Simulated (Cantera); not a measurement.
Input: 1 mol CH2F2, 0.033 mol CH4, equilibrated at 0.270 bar.

Cantera equilibrium calculation (NASA polynomials, part measured and part estimated; ideal gas, pure solids and liquids). Candidate condensed phases: C, C6H6, C7H8, C8H18; 95 gas species. Kinetics and transport are ignored.

Task: At 3350 K, list the 4 most abundant gas species with their mole fractions, and the condensed phases.

Result: HF 0.774, H 0.0930, F 0.0578, C3 0.0321. Condensed: C(graphite).
